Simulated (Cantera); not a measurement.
A Cantera script and what it prints.

```python
import numpy as np
import cantera as ct

gas_names = [...]  # 121 gases of nasa_gas.yaml made of Al, C, H, O
cond_names = """
    AL(cr) AL(L) AL2O3(a) AL2O3(L) C(gr) C6H6(L) C7H8(L) C8H18(L),n-octa H2O(s) H2O(L)
""".split()


# ... load() reads the species with a 1 bar reference pressure and builds the phases ...
atoms = {
    'Al(CH3)3': {'AL': 1, 'C': 3, 'H': 9},
    'H2O': {'H': 2, 'O': 1},
    'H2': {'H': 2},
}
top_T = {'C(gr)': 4500}  # K; cautious upper limits of use, not melting points


# ... equilibrate(T, P, feed) seeds the gas with the atoms and calls Mixture.equilibrate('TP', solver="vcs", rtol=1e-11, max_steps=5000) ...
results = []
feed = {'Al(CH3)3': 1, 'H2O': 8.8, 'H2': 1.7}  # mol
T = 948  # K
P = 2100  # Pa
mix = equilibrate(T, P, feed)
results.append((T, P, feed, dict(zip(mix.species_names, mix.species_moles))))
x = sorted(zip(gas.X, gas.species_names), reverse=True)
print(f"T = {T:g} K  P = {P:g} Pa  gas = {mix.phase_moles(0):.4g} mol")
print("   x: " + "  ".join(f"{s} {v:.3e}" for v, s in x if v > 0.0001))
print("   condensed (mol): " + ("  ".join(f"{mix.phase(i).name} {mix.phase_moles(i):.4g}"
      for i in range(1, mix.n_phases) if mix.phase_moles(i) > 1e-12) or "none"))
```

Result:

```
T = 948 K  P = 2100 Pa  gas = 18 mol
   x: H2 6.506e-01  H2O 1.828e-01  CO 1.105e-01  CO2 5.615e-02
   condensed (mol): AL2O3(a) 0.5
```

Equilibrium computed with Cantera from the NASA thermochemical tables; the gas is ideal and each condensed phase is pure. The feed counts by its element totals alone.
